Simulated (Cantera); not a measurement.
A perfectly stirred reactor is fed with H2 : O2 = 0.12 : 1 (molar parts), equivalence ratio 0.060, at 9.00 Torr; it is held at 1375 K, and followed from long to short residence time.

Computed with Cantera and the H2/O2 subset of GRI-Mech 3.0, which has no nitrogen chemistry. Radical loss at walls, strong at low pressure, is not modelled. The temperature is held fixed by assumption; the heat of reaction is taken as removed at once.

Problem. What does this change do: 0.095 parts H2O added?

Solution. 
```
quantity                  before     after
----------------------  --------  --------
x(H2) at τ = 6.20 s     0.000134  0.000149
x(O2) at τ = 6.20 s        0.884     0.812
x(H2O2) at τ = 6.20 s    3.81e-8   4.85e-8
x(H2O) at τ = 6.20 s       0.112     0.185
x(HO2) at τ = 6.20 s     8.26e-7   9.09e-7
x(H2) at τ = 40.0 ms     0.00245   0.00304
x(O2) at τ = 40.0 ms       0.845     0.785
x(H2O2) at τ = 40.0 ms   1.12e-7   1.71e-7
x(H2O) at τ = 40.0 ms     0.0985     0.170
x(HO2) at τ = 40.0 ms    3.24e-6   4.40e-6
```

Problem. What does this change do: pressure from 9.00 Torr to 20.0 Torr?

Solution. 
| quantity | before | after |
|---|---|---|
| x(H2) at τ = 6.20 s | 0.000134 | 5.61e-5 |
| x(O2) at τ = 6.20 s | 0.884 | 0.886 |
| x(H2O2) at τ = 6.20 s | 3.81e-8 | 4.75e-8 |
| x(H2O) at τ = 6.20 s | 0.112 | 0.112 |
| x(HO2) at τ = 6.20 s | 8.26e-7 | 8.38e-7 |
| x(H2) at τ = 40.0 ms | 0.00245 | 0.00130 |
| x(O2) at τ = 40.0 ms | 0.845 | 0.867 |
| x(H2O2) at τ = 40.0 ms | 1.12e-7 | 2.05e-7 |
| x(H2O) at τ = 40.0 ms | 0.0985 | 0.106 |
| x(HO2) at τ = 40.0 ms | 3.24e-6 | 5.81e-6 |
